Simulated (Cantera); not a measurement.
**Premixed flame**

A freely propagating, adiabatic, planar premixed flame of 25.2 % H₂, 12.7 % O₂, 62.1 % N₂, equivalence ratio 0.99, unburnt at 425 K and 503 Torr; mixture-averaged transport, grid criteria slope 0.08 and curve 0.16, no radiation.

Detailed kinetics in Cantera: the H2/O2 subset of GRI-Mech 3.0, which has no nitrogen chemistry. Burning velocities carry a grid error of a few per cent, more on coarse grids.

```tsv
z (mm)	T (K)	u (m/s)	x H₂	x O₂	x OH	x O	x H	x H₂O₂
-2.23	425	2.93	0.252	0.127	<1e-8	<1e-8	<1e-8	<1e-8
-1.48	425	2.93	0.252	0.127	<1e-8	<1e-8	<1e-8	<1e-8
-1.11	425	2.93	0.252	0.127	<1e-8	<1e-8	<1e-8	<1e-8
-0.742	425	2.93	0.251	0.127	<1e-8	<1e-8	<1e-8	<1e-8
-0.371	434	2.97	0.246	0.128	4.56e-6	9.93e-7	4.61e-6	3.71e-6
-0.186	636	4.24	0.214	0.124	0.000667	0.000105	0.00208	4.20e-5
0	1073	6.93	0.134	0.0949	0.00171	0.00260	0.0204	4.98e-6
0.186	1386	8.85	0.0587	0.0459	0.00548	0.00736	0.0388	2.79e-6
0.371	1538	9.77	0.0373	0.0278	0.00804	0.00823	0.0385	1.84e-6
0.742	1687	10.6	0.0330	0.0217	0.00985	0.00717	0.0295	9.66e-7
1.48	1829	11.4	0.0303	0.0181	0.0106	0.00536	0.0198	4.91e-7
2.97	1956	12.1	0.0260	0.0146	0.0103	0.00357	0.0121	2.74e-7
5.94	2059	12.6	0.0206	0.0114	0.00910	0.00214	0.00671	1.71e-7
```
x: mole fraction of selected species; z is measured from the peak of heat release.

```yaml
laminar_burning_velocity: 293 cm/s
thermal_thickness: 0.742 mm
peak x(OH): 0.0106
peak x(O): 0.00824
peak x(H): 0.0401
peak x(H₂O₂): 4.24e-5
```
